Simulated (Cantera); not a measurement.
Feed: 1 mol Zr, 4.4 mol O₂, 8.8 mol H₂, at 7.40 mbar.

These are equilibrium values from Cantera (NASA tables, ideal gas, pure condensed phases), not measurements of a reactor. Candidate condensed phases: H₂O, Zr, ZrO₂; 12 gas species. Rates play no part.

At 1650 K, list the 4 most abundant gas species with their mole fractions, and the condensed phases.

H₂O 0.772, H₂ 0.227, H 0.000503, OH 7.74e-5. Condensed: ZrO₂(tetragonal).
